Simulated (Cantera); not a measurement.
A perfectly stirred reactor is fed with H2 : O2 : N2 = 1.2 : 1 : 3.3 (molar parts), at 0.132 atm; it is held at 1048 K, and followed from long to short residence time.

Model: the H2/O2 subset of GRI-Mech 3.0, which has no nitrogen chemistry, integrated in Cantera. Radical loss at walls, strong at low pressure, is not modelled. The temperature is held fixed by assumption; the heat of reaction is taken as removed at once.

| quantity | before | after |
|---|---|---|
| x(H2) at τ = 24.0 s | 9.29e-5 | 3.10e-5 |
| x(O2) at τ = 24.0 s | 0.0817 | 0.196 |
| x(O) at τ = 24.0 s | 7.56e-6 | 9.47e-6 |
| x(HO2) at τ = 24.0 s | 2.28e-6 | 8.82e-7 |
| x(OH) at τ = 24.0 s | 5.93e-5 | 3.47e-5 |
| x(H2) at τ = 0.170 s | 0.00225 | 0.000689 |
| x(O2) at τ = 0.170 s | 0.0825 | 0.196 |
| x(O) at τ = 0.170 s | 0.000236 | 0.000247 |
| x(HO2) at τ = 0.170 s | 1.51e-5 | 8.32e-6 |
| x(OH) at τ = 0.170 s | 0.000334 | 0.000195 |

Q: Which change was made?
A) temperature 1048 to 950 K
B) pressure from 0.132 atm to 0.188 atm
C) pressure from 0.132 atm to 0.957 atm
D) H2 1.2 to 0.26 parts

A: D, H2 1.2 to 0.26 parts
